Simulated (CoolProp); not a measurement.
Model: reference Helmholtz-energy equation of state, Lemmon 2006, in CoolProp. It is a short technical equation, of lower accuracy than the large ones.

For isopentane, give the phase and the density (kg/m³), speed of sound (m/s), conductivity (mW/(m K)) at 304.3 K and 12700 kPa.


- 304.3 K and 12700 kPa: liquid; density 626, speed of sound 1050, conductivity 108

Thermal conductivity comes from a separate model (Vassiliou 2015).
